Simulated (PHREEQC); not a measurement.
PHREEQC input (Pitzer model, pitzer.dat):

```
SOLUTION 1
  temp 5
  units mol/kgw
  pH 7 charge
  S(6) 0.37
  Na 1.932
  Cl 0.095
  K 0.095
  C(4) 0.602
END
USE solution 1
INCREMENTAL_REACTIONS false
REACTION 1
  H2O -1
  0 9.886 18.011 24.689 30.178 34.689 38.397 41.444
  43.949 46.007 moles
EQUILIBRIUM_PHASES 1
  Arcanite 0 0
  Burkeite 0 0
  Glaserite 0 0
  Halite 0 0
  Kalicinite 0 0
  Mirabilite 0 0
  Misenite 0 0
  Nahcolite 0 0
  Natron 0 0
  Sylvite 0 0
  Thenardite 0 0
  Trona 0 0
SELECTED_OUTPUT 1
  -reset false
  -pH true
  -pe true
  -ionic_strength true
  -water true
  -activities H2O
  -totals C Cl K Na S
  -molalities H+ Na+ K+ Cl- CO3-2 SO4-2 OH- HCO3- CO2 HSO4-
  -equilibrium_phases Arcanite Burkeite Glaserite Halite Kalicinite Mirabilite Misenite Nahcolite Natron Sylvite
    Thenardite Trona
PRINT
  -reset false
END
```

Selected output (columns that matter, 10 of 10 rows; water left (kg) added in front):

```
water left (kg)	pH	mu	C	Cl	K	Na	S	m_H+	m_Na+	m_K+	m_Cl-	m_CO3-2	la_H2O	Mirabilite
0.98921	11.394	2.8373	0.60857	0.096036	0.096036	1.832	0.31349	1.0145e-11	1.832	0.096036	0.096036	0.59574	-0.015093	0.059891
0.798907	11.377	3.259	0.75353	0.11891	0.11891	2.0988	0.3034	1.0771e-11	2.0988	0.11891	0.11891	0.73786	-0.017237	0.12761
0.643073	11.357	3.8041	0.93613	0.14773	0.14773	2.4442	0.2953	1.1464e-11	2.4442	0.14773	0.14773	0.91689	-0.020006	0.1801
0.515449	11.335	4.5099	1.1679	0.18431	0.18431	2.8918	0.28965	1.2143e-11	2.8918	0.18431	0.18431	1.1441	-0.023635	0.2207
0.410893	11.312	5.428	1.4651	0.2312	0.2312	3.4746	0.28679	1.2669e-11	3.4746	0.2312	0.2312	1.4355	-0.028518	0.25216
0.32522	11.289	6.6326	1.8511	0.29211	0.29211	4.2396	0.28717	1.2817e-11	4.2396	0.29211	0.29211	1.8138	-0.035343	0.27661
0.255004	11.269	8.2362	2.3607	0.37254	0.37254	5.2583	0.29195	1.2273e-11	5.2583	0.37254	0.37254	2.3134	-0.045427	0.29555
0.197549	11.255	10.416	3.0473	0.48089	0.48089	6.6438	0.30491	1.0679e-11	6.6438	0.48089	0.48089	2.9864	-0.061485	0.30976
0.150805	11.248	13.466	3.9919	0.62995	0.62995	8.5842	0.34001	7.805e-12	8.5842	0.62995	0.62995	3.9122	-0.089701	0.31873
0.113901	11.249	17.855	5.2853	0.83406	0.83406	11.382	0.45857	4.0159e-12	11.382	0.83406	0.83406	5.1798	-0.14527	0.31777
```

Complexes and solids missing from the database can't appear. Constants without temperature data keep their 25 °C values here.
